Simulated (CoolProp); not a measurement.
Vapour pressure (MPa) of propyne: the reference equation beside estimates from Tc = 129.6 °C, pc = 5.658 MPa, ω = 0.204. Clausius-Clapeyron is anchored at 25.45 °C with a constant enthalpy of vaporisation of 18.63 kJ/mol.

Computed with CoolProp (reference Helmholtz-energy equation of state, Polt 1992). This equation is an older, rougher fit; its heat capacities, sound speeds and derivatives of the liquid may be far off and weren't checked against measurements.

```tsv
T (°C)	reference	Lee-Kesler	Clausius-Clapeyron	van der Waals	Redlich-Kwong	Soave-Redlich-Kwong
25.45	0.5901	0.5969	0.5901	1.512	0.7898	___
30.65	0.6836	0.6932	0.6709	1.644	0.9026	0.6942
35.85	0.7881	0.8005	0.7596	1.783	1.026	0.8024
40.95	0.9022	0.9172	0.8545	1.927	1.159	0.9204
46.15	___	1.049	0.9598	2.081	1.305	___
51.35	1.173	1.193	___	2.242	1.465	1.200
56.55	1.330	1.352	1.198	2.412	1.636	1.362
61.65	1.499	1.522	1.328	2.585	1.818	1.535
66.85	1.688	1.711	___	2.770	2.017	1.727
72.05	1.894	1.917	1.625	2.963	___	1.937
77.25	2.118	2.140	1.789	3.164	2.458	2.165
82.35	2.357	2.377	1.961	3.369	2.696	2.407
```

Problem. Fill in the missing entries.

Solution. 
- 25.45, Soave-Redlich-Kwong: 0.5973
- 46.15, reference: 1.031
- 46.15, Soave-Redlich-Kwong: 1.053
- 51.35, Clausius-Clapeyron: 1.074
- 66.85, Clausius-Clapeyron: 1.471
- 72.05, Redlich-Kwong: 2.230

Absolute difference from the reference over all 12 rows, mean and median: Lee-Kesler 1.4 and 1.5 %, Clausius-Clapeyron 8.9 and 9.2 %, van der Waals 91.3 and 86.2 %, Redlich-Kwong 24.0 and 24.0 %, Soave-Redlich-Kwong 2.1 and 2.2 %.
